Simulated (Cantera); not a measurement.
Feed: 1 mol Si₃H₈, 310 mol H₂, 0.0085 mol Cl₂, at 1550 K and 0.330 bar.

These are equilibrium values from Cantera (NASA tables, ideal gas, pure condensed phases), not measurements of a reactor. Candidate condensed phases: Si; 19 gas species. The feed counts by its element totals alone. Equilibrium is a limit: real reactors are often held back by kinetics, nucleation or transport.

Base state: H₂ 1.000, H 5.48e-5, HCl 5.41e-5 (mole fractions); condensed: Si(s).

Q: What changes in the equilibrium state with this change: Si₃H₈ replaced by SiH₂Cl₂?

A: 
| species | before | after |
|---|---|---|
| H₂ | 1.000 | 0.994 |
| HCl | 5.41e-5 | 0.00620 |
| SiCl₂ | 9.76e-9 | 0.000129 |
| H | 5.48e-5 | 5.47e-5 |
| Si(s), mol | 3.00 | 0.958 |
